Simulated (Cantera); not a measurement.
Input: 1 mol Ta2O5, 250 mol H2, 3.1 mol H2O, equilibrated at 1625 °C and 19.0 Pa.

Method: chemical equilibrium by Gibbs-energy minimisation in Cantera with the NASA 1993 tables (ideal gas, pure condensed phases). Kinetics and transport are ignored.

```json
[
 {"species": "H2", "before": "0.933", "after": "0.979"},
 {"species": "H2O", "before": "0.0120", "after": "0.0122"},
 {"species": "H", "before": "0.0548", "after": "0.00887"},
 {"species": "TaO2", "before": "0.000253", "after": "6.44e-6"},
 {"species": "OH", "before": "5.75e-5", "after": "9.04e-6"},
 {"species": "Ta2O5(s), mol", "before": "0.966", "after": "0.999"}
]
```
Gas species are given as mole fractions.

Problem. What was changed between the two runs?
A. temperature from 1625 °C to 977 °C
B. temperature from 1625 °C to 1325 °C
C. pressure from 19.0 Pa to 7.60 mbar
D. temperature from 1625 °C to 825 °C

Solution. C, pressure from 19.0 Pa to 7.60 mbar
